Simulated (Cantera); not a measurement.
Adiabatic ignition

An adiabatic, constant-pressure homogeneous reactor starts with 5.11 % CH₄, 0.266 % CO, 19.9 % O₂, 74.7 % N₂, equivalence ratio 0.52, at 1398 K and 1.01 bar.

Computed with Cantera and GRI-Mech 3.0 (53 species, 325 reactions).

```tsv
t (s)	T (K)	x CH₄	x CO	x O₂	x HCO	x CH₂O	x C₂H₄
3.00e-6	1398	0.0511	0.00266	0.199	<1e-12	2.41e-10	<1e-12
1.08e-5	1398	0.0511	0.00266	0.199	<1e-12	3.55e-9	<1e-12
3.90e-5	1398	0.0511	0.00266	0.199	<1e-12	5.20e-8	1.58e-11
0.000140	1398	0.0511	0.00266	0.199	4.55e-12	9.01e-7	1.34e-9
0.000506	1398	0.0511	0.00266	0.199	2.21e-10	2.46e-5	2.73e-7
0.00182	1407	0.0492	0.00291	0.198	3.19e-8	0.000681	6.63e-5
0.00658	2392	<1e-12	0.00332	0.0938	2.85e-10	1.46e-12	<1e-12
0.0237	2385	<1e-12	0.00324	0.0919	2.68e-10	1.39e-12	<1e-12
0.0854	2376	<1e-12	0.00312	0.0893	2.48e-10	1.30e-12	<1e-12
0.308	2375	<1e-12	0.00310	0.0888	2.44e-10	1.28e-12	<1e-12
1.11	2375	<1e-12	0.00310	0.0888	2.44e-10	1.28e-12	<1e-12
4.00	2375	<1e-12	0.00310	0.0888	2.44e-10	1.28e-12	<1e-12
```
x: mole fraction; the columns are a selection and need not sum to one.

The time of steepest temperature rise is 2.59 ms and the temperature at 4.00 s is 2375 K. The equilibrium temperature comes out as 2375 K, the x(CH₄) at 4.00 s is <1e-12 (gas-phase equilibrium <1e-12) and the x(CO) at 4.00 s is 0.00310 (gas-phase equilibrium 0.00310). The x(O₂) at 4.00 s is 0.0888 (gas-phase equilibrium 0.0888).
